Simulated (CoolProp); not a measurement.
Fluorine along the isotherm 157.1 K: fugacity coefficient from the reference equation and from simpler models built on Tc = 144.4 K, pc = 5.240 MPa, ω = 0.045; each cubic takes its own stable root.

Values from CoolProp's reference Helmholtz-energy equation of state, de Reuck 1990.

```tsv
p (MPa)	phase	reference	van der Waals	Redlich-Kwong	Soave-Redlich-Kwong
1.46	gas	0.9306	0.9331	0.9269	0.9275
2.91	gas	0.8620	0.8673	0.8567	0.8578
4.37	gas	0.7940	0.8009	0.7877	0.7894
5.82	supercritical	0.7270	0.7333	0.7203	0.7227
7.28	supercritical	0.6593	0.6610	0.6530	0.6563
8.73	supercritical	0.5943	0.5956	0.5905	0.5946
10.2	supercritical	0.5396	0.5453	0.5389	0.5432
11.6	supercritical	0.4988	0.5090	0.5003	0.5046
13.1	supercritical	0.4643	0.4790	0.4674	0.4717
```
